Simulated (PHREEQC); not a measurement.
PHREEQC input (ion-association model, wateq4f.dat):

```
SOLUTION_MASTER_SPECIES
  An  An-  0  An  62.0  # stands for a non-complexing anion
SOLUTION_SPECIES
  An- = An-
    -log_k 0
    -gamma 3.0 0
PHASES
  Fix_H+
    H+ = H+
    -log_k 0
SOLUTION 1
  temp 25
  units mmol/kgw
  pH 7 charge
  Cl 0.013
  Pb 0.0065
  Na 100
  An 100
END
SELECTED_OUTPUT 1
  -reset false
  -pH true
  -pe true
  -ionic_strength true
  -water true
  -totals Cl Na Pb
  -molalities Hfo_wOH Hfo_wOH2+ Hfo_wO- Hfo_sOH Hfo_sOH2+ Hfo_sO- Hfo_sOPb+ Hfo_wOPb+
  -saturation_indices Pb(OH)2 Cotunnite Laurionite Halite
USER_PUNCH 1
  -headings sigma psi
  10 PUNCH EDL("sigma", "Hfo"), EDL("psi", "Hfo")
PRINT
  -reset false
USE solution 1
SURFACE 1
  Hfo_wOH 0.00539326 600 2.4
  Hfo_sOH 0.000134831
EQUILIBRIUM_PHASES 1
  Fix_H+ -4 HAn 10
    -force_equality true
  O2(g) -0.68 10
END
# ... the last block is repeated for the other 12 points of pH, with NaOH or the acid as the point needs
```

Selected output (columns that matter, 10 of 13 rows; pH added in front):

```
pH	mu	Cl	Na	Pb	m_Hfo_wOH	m_Hfo_wOH2+	m_Hfo_wO-	m_Hfo_sOH	m_Hfo_sOH2+	si_Pb(OH)2	si_Cotunnite	si_Halite	sigma	psi
4	0.10252	1.3e-05	0.1	6.1905e-07	0.00070838	0.0046824	2.4551e-06	1.6938e-05	0.00011196	-6.7935	-11.878	-7.6931	0.32149	0.1461
4.67	0.10192	1.3e-05	0.1	3.9293e-08	0.0016602	0.003716	1.6992e-05	3.952e-05	8.8457e-05	-6.6503	-13.075	-7.6927	0.2542	0.13429
6	0.10083	1.3e-05	0.1	1.8191e-10	0.0034615	0.0017773	0.00015445	8.2374e-05	4.2294e-05	-6.3272	-15.411	-7.6919	0.11177	0.093438
6.67	0.10047	1.3e-05	0.1	1.2669e-11	0.0038994	0.0012046	0.00028917	9.2795e-05	2.8667e-05	-6.1583	-16.581	-7.6916	0.063241	0.066855
7.33	0.10022	1.3e-05	0.1	9.6869e-13	0.0040856	0.00086611	0.00044151	9.7226e-05	2.0611e-05	-6.015	-17.758	-7.6914	0.029565	0.037486
8.67	0.10017	1.3e-05	0.10032	1.7738e-14	0.0041121	0.00048899	0.00079217	9.7855e-05	1.1636e-05	-5.7667	-20.189	-7.69	-0.020364	-0.02693
9.33	0.10042	1.3e-05	0.10079	7.017e-15	0.0039785	0.00033625	0.0010784	9.4677e-05	8.0017e-06	-5.6041	-21.347	-7.6882	-0.05048	-0.0572
10	0.10084	1.3e-05	0.10154	6.7942e-15	0.0036343	0.00019326	0.0015656	8.6484e-05	4.5991e-06	-5.3636	-22.447	-7.6853	-0.093714	-0.084933
11.33	0.10453	1.2999e-05	0.10624	2.4586e-13	0.0019908	2.69e-05	0.0033752	4.7375e-05	6.4013e-07	-4.5073	-24.254	-7.6683	-0.22929	-0.12841
12	0.11558	1.2999e-05	0.11787	1.8821e-11	0.00090894	4.225e-06	0.0044796	2.163e-05	1.0054e-07	-3.7037	-24.798	-7.6308	-0.30662	-0.14063
```
